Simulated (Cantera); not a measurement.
## Si + SF₆ + N₂ (silicon etching in halogen gases)

A closed system holds: 1 mol Si, 1.4 mol SF₆, 0.3 mol N₂, held at 1473.15 K and 0.0158 Torr.

Cantera equilibrium calculation (NASA polynomials, part measured and part estimated; ideal gas, pure solids and liquids). Candidate condensed phases: S, Si, Si₃N₄; 29 gas species. The tables' values for SF₃, S₂F₂ (SSF₂), FS₂F (FSSF) are old estimates; treat these amounts as uncertain. Equilibrium is a limit: real reactors are often held back by kinetics, nucleation or transport.

| Item | Value |
|---|---|
| x(F) | 0.380 |
| x(SF₂) | 0.303 |
| x(SiF₄) | 0.232 |
| x(N₂) | 0.0695 |
| x(SF₃) | 0.00515 |
| x(SF) | 0.00480 |
| x(S₂F₂ (SSF₂)) | 0.00418 |
| x(SF₄) | 0.000928 |
| x(S₂) | 0.000703 |
| gas amount | 4.319 mol |
| log10 activity of S(l) (absent) | -5.10 |
| log10 activity of Si(s) (absent) | -33.15 |
